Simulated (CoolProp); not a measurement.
Vapour-liquid equilibrium of ethanol (1) + dimethyl carbonate (2) at 0.117 MPa; x and y are mole fractions of (1).

Computed with CoolProp (multi-fluid Helmholtz-energy mixture model, Schroeder 2014 and Zhou 2011; pair parameters Bell 2016).

**Question.** Give the bubble temperature and the first vapour's composition at x = 0.05, 0.275, 0.575. Is there an azeotrope?

**Answer.** x = 0.05: 363.5 K, y = 0.164; x = 0.275: 354.8 K, y = 0.482; x = 0.575: 352.0 K, y = 0.635. y crosses x between x = 0.65 and 0.725: the model has an azeotrope there.

Pair parameters are fitted to limited data, so mixtures are less certain than the pure fluids.
